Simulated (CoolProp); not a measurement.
Saturation properties of ethanol.

The numbers come from the reference Helmholtz-energy equation of state, Schroeder 2014 in CoolProp.

| T (K) | p (MPa) | liquid density (kg/m³) | liquid cp (kJ/(kg K)) | surface tension (mN/m) | liquid viscosity (µPa s) | vapour viscosity (µPa s) |
|---|---|---|---|---|---|---|
| 355 | 0.1158 | 733.0 | 2.968 | 16.4 | 419 | 10.5 |
| 369.2 | 0.1954 | 718.3 | 3.127 | 15.0 | 343 | 10.9 |
| 383.3 | 0.3141 | 702.6 | 3.298 | 13.6 | 283 | 11.3 |
| 397.4 | 0.4853 | 685.4 | 3.481 | 12.2 | 236 | 11.7 |
| 411.6 | 0.7255 | 666.4 | 3.674 | 10.8 | 197 | 12.2 |
| 425.7 | 1.048 | 645.5 | 3.867 | 9.34 | 165 | 12.6 |
| 439.8 | 1.471 | 622.1 | 4.057 | 7.91 | 138 | 13.1 |
| 454 | 2.017 | 596.0 | 4.262 | 6.46 | 116 | 13.7 |
| 468.1 | 2.699 | 566.6 | 4.542 | 5.00 | 97.3 | 14.4 |

It boils at 351.6 K under 1 atm.

Viscosity comes from a separate model (Kiselev 2005). Surface tension comes from a separate correlation (Mulero 2012).
